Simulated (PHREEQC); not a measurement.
## Copper plating or etch bath (model solution)

Solution (13 °C): 5.5 mmol/kgw Cu(BF4)2, 95 mmol/kgw HNO3 and 46.5 mmol/kgw Na2SO4. Closed to the air; pH follows from the charge balance.

Equilibrium calculation in PHREEQC: ion-association model, phreeqc.dat.

```yaml
pH: 1.27
ionic_strength: 0.186 mol/kgw
density: 1.009 g/cm³
total_alkalinity: -128 meq/kg
```

```csv
species,molality,activity,log γ
NO3-,0.0950,0.0670,-0.152
Na+,0.0909,0.0687,-0.122
H+,0.0667,0.0536,-0.095
HSO4-,0.0269,0.0202,-0.123
SO4-2,0.0163,0.00498,-0.514
BF4-,0.00901,0.00679,-0.123
HF,0.00656,0.00685,0.019
Cu+2,0.00421,0.00144,-0.468
NaSO4-,0.00210,0.00158,-0.123
H3BO3,0.00156,0.00163,0.019
CuSO4,0.00128,0.00134,0.019
BF3OH-,0.000383,0.000289,-0.123
F-,0.000147,0.000105,-0.145
BF2(OH)2-,4.91e-5,3.70e-5,-0.123
```

No solid was allowed to form. At this temperature some constants are extrapolated from 25 °C, and those without enthalpy data are left unchanged. Real BF4- forms and hydrolyses slowly; the run takes it at equilibrium.
